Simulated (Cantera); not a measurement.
Transport properties of process gases

Gas mixture: 52.1 % CO2, 47.9 % H2, at 0.620 bar, frozen composition.

Cantera's kinetic-theory transport with the Lennard-Jones parameters of GRI-Mech 3.0, ideal gas; thermal conductivity in the multicomponent form.

| T (K) | ρ (kg/m³) | cp (J/kg/K) | μ (µPa s) | λ (mW/m/K) | Pr | D (cm²/s) NH3 | D (cm²/s) CO2 | D (cm²/s) H |
|---|---|---|---|---|---|---|---|---|
| 400 | 0.446 | 1487 | 19.8 | 79.5 | 0.370 | 0.739 | 1.79 | 3.67 |
| 650 | 0.274 | 1645 | 29.4 | 119 | 0.407 | 1.85 | 4.08 | 8.61 |
| 900 | 0.198 | 1756 | 37.4 | 156 | 0.421 | 3.33 | 7.05 | 15.0 |
| 1150 | 0.155 | 1835 | 44.5 | 191 | 0.426 | 5.14 | 10.6 | 22.7 |
| 1400 | 0.127 | 1899 | 50.9 | 226 | 0.427 | 7.22 | 14.7 | 31.6 |
| 1650 | 0.108 | 1949 | 56.8 | 261 | 0.425 | 9.56 | 19.3 | 41.6 |
| 1900 | 0.0938 | 1989 | 62.4 | 294 | 0.422 | 12.2 | 24.4 | 52.6 |
D: mixture-averaged diffusion coefficient of that species in the mixture.
